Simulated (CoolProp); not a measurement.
The fluoroketone C6F12O (FK-5-1-12) along the isobar 2.85 MPa: Z from the reference equation and from simpler models built on Tc = 168.7 °C, pc = 1.869 MPa, ω = 0.471; each cubic takes its own stable root.

Computed with CoolProp (reference Helmholtz-energy equation of state, McLinden 2015).

```json
[
 {"T (°C)": "26.75", "phase": "liquid", "reference": "0.2243"},
 {"T (°C)": "40.95", "phase": "liquid", "reference": "0.2198"},
 {"T (°C)": "55.25", "phase": "liquid", "reference": "0.2163"},
 {"T (°C)": "69.55", "phase": "liquid", "reference": "0.2136"},
 {"T (°C)": "83.85", "phase": "liquid", "reference": "0.2120"},
 {"T (°C)": "98.15", "phase": "liquid", "reference": "0.2114"},
 {"T (°C)": "112.45", "phase": "liquid", "reference": "0.2121"},
 {"T (°C)": "126.75", "phase": "liquid", "reference": "0.2145"},
 {"T (°C)": "141.05", "phase": "liquid", "reference": "0.2192"},
 {"T (°C)": "155.35", "phase": "liquid", "reference": "0.2280"},
 {"T (°C)": "169.65", "phase": "supercritical", "reference": "0.2450"},
 {"T (°C)": "183.95", "phase": "supercritical", "reference": "0.2872"},
 {"T (°C)": "198.25", "phase": "supercritical", "reference": "0.4085"},
 {"T (°C)": "212.55", "phase": "supercritical", "reference": "0.5350"},
 {"T (°C)": "226.85", "phase": "supercritical", "reference": "0.6178"}
]
```

### Question
How far does each simpler model (van der Waals, Soave-Redlich-Kwong, Peng-Robinson) lie from the reference over these 15 states: mean and median of the absolute difference, and the worst?

### Answer
- van der Waals: mean 47.3 %, median 57.0 %, worst +65.0 % at 26.75 °C and 2.85 MPa
- Soave-Redlich-Kwong: mean 11.8 %, median 9.9 %, worst +22.1 % at 183.95 °C and 2.85 MPa
- Peng-Robinson: mean 3.8 %, median 3.6 %, worst +12.2 % at 183.95 °C and 2.85 MPa
